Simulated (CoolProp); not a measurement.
Neopentane along the isotherm 384.3 K: Z from the reference equation and from simpler models built on Tc = 433.7 K, pc = 3196 kPa, ω = 0.196; each cubic takes its own stable root.

Computed with CoolProp (reference Helmholtz-energy equation of state, Lemmon 2006). It is a short technical equation, of lower accuracy than the large ones.

```
p (kPa)   phase  reference
-------  ------  ---------
2000     liquid    0.09621
4000     liquid     0.1873
5990     liquid     0.2746
7990     liquid     0.3601
9990     liquid     0.4437
12000    liquid     0.5261
14000    liquid     0.6068
16000    liquid     0.6864
```

Task: How far does each simpler model (Redlich-Kwong, Peng-Robinson) lie from the reference over these 8 states: mean and median of the absolute difference, and the worst?

Result: 
- Redlich-Kwong: mean 9.1 %, median 8.0 %, worst +16.6 % at 384.3 K and 2000 kPa
- Peng-Robinson: mean 5.0 %, median 5.5 %, worst -7.3 % at 384.3 K and 16000 kPa
